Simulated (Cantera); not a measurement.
SiCl4 + O2 (silicon oxide and oxynitride deposition)

Input: 1 mol SiCl4, 2 mol O2, at 1.50 mbar.

Method: chemical equilibrium by Gibbs-energy minimisation in Cantera with the NASA 1993 tables (ideal gas, pure condensed phases). Candidate condensed phases: Si, SiO2; 15 gas species. The tables hold silica as quartz up to 1696 K and as liquid above; real silica turns to tridymite and cristobalite and melts near 1996 K. Equilibrium is a limit: real reactors are often held back by kinetics, nucleation or transport.

| T (K) | x Cl | x O2 | x Cl2 | x O | n SiO2(β-quartz) | n SiO2(condensed) |
|---|---|---|---|---|---|---|
| 1498 | 0.603 | 0.233 | 0.164 | 4.91e-5 | 1.00 | 0 |
| 1523 | 0.640 | 0.226 | 0.133 | 6.78e-5 | 1.00 | 0 |
| 1548 | 0.672 | 0.221 | 0.106 | 9.26e-5 | 1.00 | 0 |
| 1573 | 0.699 | 0.217 | 0.0840 | 0.000126 | 1.00 | 0 |
| 1598 | 0.721 | 0.213 | 0.0660 | 0.000169 | 1.00 | 0 |
| 1623 | 0.738 | 0.210 | 0.0517 | 0.000225 | 1.000 | 0 |
| 1648 | 0.751 | 0.208 | 0.0403 | 0.000298 | 1.000 | 0 |
| 1673 | 0.762 | 0.206 | 0.0315 | 0.000392 | 1.000 | 0 |
| 1698 | 0.770 | 0.205 | 0.0246 | 0.000511 | 0 | 1.000 |
| 1723 | 0.776 | 0.203 | 0.0193 | 0.000662 | 0 | 1.000 |
x: gas mole fraction; n: condensed amount in mol.

From 1498 K to 1673 K the condensed part is SiO2(β-quartz). From 1698 K to 1723 K the condensed part is SiO2(condensed).
